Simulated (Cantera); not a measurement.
An isothermal, constant-pressure homogeneous reactor starts with H2 : O2 : N2 = 1.6 : 1 : 1.1 (molar parts), equivalence ratio 0.80, at 750 K and 0.207 atm. Integrator tolerance rtol = 1e-08.

Computed with Cantera and the H2/O2 subset of GRI-Mech 3.0, which has no nitrogen chemistry. Below about 950 K walls govern HO2 and H2O2 in real vessels. The temperature is held fixed by assumption; the heat of reaction is taken as removed at once.

Q: What does this change do: temperature 750 to 950 K?

A: 
| quantity | before | after |
|---|---|---|
| x(H2) at 100 s | 0.432 (gas-phase equilibrium <1e-12) | 3.53e-7 (gas-phase equilibrium 8.41e-11) |
| x(O2) at 100 s | 0.270 (gas-phase equilibrium 0.0690) | 0.0690 (gas-phase equilibrium 0.0690) |
| x(HO2) at 100 s | 1.39e-6 (gas-phase equilibrium 3.12e-12) | 1.04e-8 (gas-phase equilibrium 2.77e-10) |
| x(H2O2) at 100 s | 0.000129 (gas-phase equilibrium 2.67e-12) | 8.42e-11 (gas-phase equilibrium 9.54e-11) |
| x(H) at 100 s | 3.64e-10 (gas-phase equilibrium <1e-12) | <1e-12 (gas-phase equilibrium <1e-12) |
